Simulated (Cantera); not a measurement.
Input (Python, Cantera) and output of one run.

```python
import numpy as np
import cantera as ct

gas_names = """
    AL ALC ALH ALN AL2 C CH CH2 CH3 CH4 CN C2 C2H C2H2,acetylene C2H2,vinylidene C2H3,vinyl CH3CN C2H4
    C2H5 C2H6 CCN CNC C2N2 C3 C3H3,propargyl C3H4,allene C3H4,propyne C3H4,cyclo- C3H5,allyl
    C3H6,propylene C3H6,cyclo- C3H7,n-propyl C3H7,i-propyl C3H8 C4 C4H2 C4H4,1,3-cyclo- C4H6,butadiene
    C4H6,2-butyne C4H6,cyclo- C4H8,1-butene C4H8,cis2-buten C4H8,tr2-butene C4H8,isobutene C4H8,cyclo-
    C4H9,n-butyl C4H9,i-butyl C4H9,s-butyl C4H9,t-butyl C4H10,isobutane C4H10,n-butane C4N2 C5
    C5H6,1,3cyclo- C5H8,cyclo- C5H10,1-pentene C5H10,cyclo- C5H11,pentyl C5H11,t-pentyl C5H12,n-pentane
    C5H12,i-pentane CH3C(CH3)2CH3 C6H2 C6H5,phenyl C6H6 C6H10,cyclo- C6H12,1-hexene C6H12,cyclo-
    C6H13,n-hexyl C7H7,benzyl C7H8 C7H14,1-heptene C7H15,n-heptyl C7H16,n-heptane C8H8,styrene
    C8H10,ethylbenz C8H16,1-octene C8H17,n-octyl C8H18,isooctane C8H18,n-octane C9H19,n-nonyl
    C10H8,naphthale C10H21,n-decyl C12H9,o-bipheny C12H10,bipheny H HCN HCCN HNC H2 N NH NH2 NH3 N2 N2H2
    N2H4
""".split()
cond_names = """
    AL(cr) AL(L) ALN(s) C(gr) C6H6(L) C7H8(L) C8H18(L),n-octa
""".split()


def load(file, names, dense=False):
    # The tables refer to 1 bar. Condensed volumes are neglected.
    table = {s.name: s for s in ct.Species.list_from_file(file)}
    out = []
    for n in names:
        d = dict(table[n].input_data)
        d["thermo"] = dict(d["thermo"], **{"reference-pressure": 1e5})
        if dense:
            d["equation-of-state"] = {"model": "constant-volume", "density": "1e6 g/cm^3"}
        out.append(ct.Species.from_dict(d))
    return out


gas = ct.Solution(thermo="ideal-gas", species=load("nasa_gas.yaml", gas_names))
cond = {s.name: ct.Solution(thermo="fixed-stoichiometry", species=[s], name=s.name)
        for s in load("nasa_condensed.yaml", cond_names, dense=True)}
atoms = {
    'Al(CH3)3': {'AL': 1, 'C': 3, 'H': 9},
    'NH3': {'N': 1, 'H': 3},
    'H2': {'H': 2},
    'N2': {'N': 2},
}
top_T = {'ALN(s)': 2750, 'C(gr)': 4500}  # K; cautious upper limits of use, not melting points


def equilibrate(T, P, feed):
    n = {}
    for name, mol in feed.items():
        for a, k in atoms[name].items():
            n[a] = n.get(a, 0.0) + k * mol
    gas.TPX = T, P, n
    mass = sum(n.values()) * gas.mean_molecular_weight
    gas.equilibrate("TP")
    valid = [c for c in cond.values() if c.min_temp <= T <= top_T.get(c.name, c.max_temp)]
    mix = ct.Mixture([(gas, mass / gas.mean_molecular_weight)] + [(c, 0.0) for c in valid])
    mix.T, mix.P = T, P
    mix.equilibrate("TP", solver="vcs", rtol=1e-11, max_steps=5000)
    return mix


results = []
T = 748  # K
P = 5100  # Pa
for m in [4.1, 6.4, 10, 15, 24, 37, 58, 90, 140]:
    feed = {'Al(CH3)3': 1, 'NH3': 0.62, 'H2': m, 'N2': 6.6}  # mol
    mix = equilibrate(T, P, feed)
    results.append((T, P, feed, dict(zip(mix.species_names, mix.species_moles))))

top = {s: max(r[3][s] / sum(r[3][g] for g in gas_names) for r in results) for s in gas_names}
cols = sorted((s for s in top if top[s] > 0.001), key=lambda s: -top[s])[:6]
seen = [c for c in cond_names if any(r[3].get(c, 0) > 1e-12 for r in results)]
print("log10 of partial pressures in bar; condensed amounts in mol")
print(f"{'n(H2)':>10s}" + "".join(f"{s[:9]:>10s}" for s in cols + seen))
for T, P, feed, n in results:
    ng = sum(n[g] for g in gas_names)
    print(f"{feed['H2']:10.4g}" + "".join(f"{np.log10(max(n[s] / ng * P / 1e5, 1e-99)):10.3f}" for s in cols)
          + "".join(f"{n.get(c, 0):10.4g}" for c in seen))
```

Output:

```
log10 of partial pressures in bar; condensed amounts in mol
     n(H2)        H2        N2       CH4    ALN(s)     C(gr)
       4.1    -1.567    -1.668    -2.614         1     2.275
       6.4    -1.534    -1.723    -2.548         1      2.04
        10    -1.499    -1.797    -2.477         1      1.66
        15    -1.468    -1.883    -2.415         1     1.119
        24    -1.436    -2.004    -2.352         1    0.1255
        37    -1.392    -2.147    -2.477         1         0
        58    -1.358    -2.311    -2.640         1         0
        90    -1.336    -2.481    -2.810         1         0
       140    -1.321    -2.659    -2.988         1         0
```

Cantera equilibrium calculation (NASA polynomials, part measured and part estimated; ideal gas, pure solids and liquids). The feed counts by its element totals alone.
